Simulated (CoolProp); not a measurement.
Vapour-liquid equilibrium of R152A (1) + R227EA (2) at 207 kPa; x and y are mole fractions of (1).

The numbers come from the multi-fluid Helmholtz-energy mixture model, Outcalt 1996 and Lemmon 2016; pair parameters Bell 2016 in CoolProp.

Problem. Give the bubble temperature and the first vapour's composition at x = 0.05, 0.25, 0.75. Is there an azeotrope?

Solution. x = 0.05: 1.3 °C, y = 0.059; x = 0.25: -0.3 °C, y = 0.308; x = 0.75: -5.1 °C, y = 0.802. No azeotrope shows between x = 0.05 and 0.95.

Pair parameters are fitted to limited data, so mixtures are less certain than the pure fluids. The gap from Raoult's law changes sign with composition, which may be real or a fault of the pair parameters; it wasn't checked against measurements.
